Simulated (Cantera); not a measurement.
Charge: 1 mol Ca(OH)₂, 4.2 mol H₂O, 9.9 mol H₂, at 573 K and 19.0 Pa.

Method: chemical equilibrium by Gibbs-energy minimisation in Cantera with the NASA 1993 tables (ideal gas, pure condensed phases). Candidate condensed phases: Ca, CaO, Ca(OH)₂, H₂O; 14 gas species. Kinetics and transport are ignored.

Base state: H₂ 0.656, H₂O 0.344 (mole fractions); condensed: CaO(s).

What changes in the equilibrium state with this change: temperature from 573 K to 1548 K?


| species | before | after |
|---|---|---|
| H₂ | 0.656 | 0.654 |
| H₂O | 0.344 | 0.344 |
| H | <1e-9 | 0.00181 |
| OH | <1e-9 | 3.17e-5 |
| CaO(s), mol | 1.00 | 1.000 |
